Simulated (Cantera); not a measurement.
An isothermal, constant-pressure homogeneous reactor starts with CH4 : H2 : N2 = 0.039 : 1 : 0.0024 (molar parts), at 2548 K and 0.0132 atm. Integrator tolerance rtol = 1e-08.

Detailed kinetics in Cantera: GRI-Mech 3.0 (53 species, 325 reactions). GRI-Mech 3.0 stops at C3 and has no aromatics, soot or wall deposition, so with more carbon than oxygen in the feed, carbon stays in small species such as C2H2 where larger ones or solid carbon would form. Radical loss at walls, strong at low pressure, is not modelled.

Q: What does this change do: temperature 2548 to 1525 K?

A: 
| quantity | before | after |
|---|---|---|
| x(CH4) at 40.0 s | 1.26e-6 (gas-phase equilibrium 1.24e-6) | 0.0124 (gas-phase equilibrium 0.00107) |
| x(H2) at 40.0 s | 0.749 (gas-phase equilibrium 0.749) | 0.973 (gas-phase equilibrium 0.979) |
| x(C2H6) at 40.0 s | <1e-12 (gas-phase equilibrium <1e-12) | 2.49e-7 (gas-phase equilibrium 4.40e-9) |
| x(H) at 40.0 s | 0.234 (gas-phase equilibrium 0.234) | 0.000185 (gas-phase equilibrium 0.000204) |
| x(C2H2) at 40.0 s | 0.0149 (gas-phase equilibrium 0.0143) | 0.0120 (gas-phase equilibrium 0.0164) |
| x(HCN) at 40.0 s | 0.00123 (gas-phase equilibrium 0.00258) | 2.45e-10 (gas-phase equilibrium 0.00218) |

Q: What does this change do: temperature 2548 to 1375 K?

A: 
| quantity | before | after |
|---|---|---|
| x(CH4) at 40.0 s | 1.26e-6 (gas-phase equilibrium 1.24e-6) | 0.0361 (gas-phase equilibrium 0.00565) |
| x(H2) at 40.0 s | 0.749 (gas-phase equilibrium 0.749) | 0.961 (gas-phase equilibrium 0.977) |
| x(C2H6) at 40.0 s | <1e-12 (gas-phase equilibrium <1e-12) | 6.90e-7 (gas-phase equilibrium 6.48e-8) |
| x(H) at 40.0 s | 0.234 (gas-phase equilibrium 0.234) | 2.22e-5 (gas-phase equilibrium 2.95e-5) |
| x(C2H2) at 40.0 s | 0.0149 (gas-phase equilibrium 0.0143) | 0.000641 (gas-phase equilibrium 0.0142) |
| x(HCN) at 40.0 s | 0.00123 (gas-phase equilibrium 0.00258) | <1e-12 (gas-phase equilibrium 0.00188) |
